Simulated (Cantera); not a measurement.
**Thermodynamics of carbothermic reduction, feed Ta₂O₅ + CO + H₂**

Feed: 1 mol Ta₂O₅, 4.2 mol CO, 0.11 mol H₂, equilibrated at 440 Pa.

Cantera equilibrium calculation (NASA polynomials, part measured and part estimated; ideal gas, pure solids and liquids). Candidate condensed phases: C, C₆H₆, C₇H₈, C₈H₁₈, H₂O, Ta, TaC, Ta₂O₅; 113 gas species. Mutual solubility and eutectic melting of coexisting phases are not modelled. TaC: taken at fixed stoichiometry. Condensed phases not in the tables: Ta₂C, N, O or C dissolved in the metal. Rates play no part.

```csv
T (K),x CO,x TaO₂,x H,x H₂,x CO₂,x O,x OH,n TaC(s),n Ta₂O₅(s),n Ta(s),n Ta₂O₅(l)
1873,0.973,1.70e-5,0.00153,0.0247,0.000417,9.78e-9,2.09e-7,0.000553,1.000,0,0
1923,0.973,4.96e-5,0.00222,0.0243,0.000416,2.38e-8,3.50e-7,0.000525,1.000,0,0
1973,0.972,0.000137,0.00314,0.0239,0.000415,5.53e-8,5.71e-7,0.000444,0.999,0,0
2023,0.972,0.000355,0.00436,0.0232,0.000421,1.25e-7,9.19e-7,0,0.999,0.000328,0
2073,0.970,0.000768,0.00593,0.0224,0.000529,3.39e-7,1.78e-6,0,0,0,0.998
2123,0.968,0.00134,0.00790,0.0213,0.000837,1.11e-6,4.24e-6,0,0,0,0.997
2173,0.966,0.00225,0.0103,0.0200,0.00131,3.49e-6,9.67e-6,0,0,0,0.995
2223,0.962,0.00368,0.0131,0.0185,0.00201,1.04e-5,2.12e-5,0,0,0,0.991
2273,0.957,0.00585,0.0163,0.0167,0.00305,3.00e-5,4.46e-5,0,0,0,0.987
2323,0.951,0.00907,0.0199,0.0146,0.00454,8.26e-5,8.96e-5,0,0,0,0.979
2373,0.942,0.0138,0.0235,0.0125,0.00665,0.000218,0.000172,0,0,0,0.969
2423,0.931,0.0205,0.0271,0.0103,0.00952,0.000551,0.000313,0,0,0,0.953
2473,0.915,0.0301,0.0303,0.00815,0.0133,0.00133,0.000541,0,0,0,0.931
2523,0.894,0.0437,0.0330,0.00619,0.0179,0.00307,0.000878,0,0,0,0.898
```
x: gas mole fraction; n: condensed amount in mol.

From 1873 K to 1973 K the condensed part is TaC(s) + Ta₂O₅(s). At 2023 K the condensed part is Ta(s) + Ta₂O₅(s). From 2073 K to 2523 K the condensed part is Ta₂O₅(l). The main Ta-bearing gas is TaO₂ throughout.
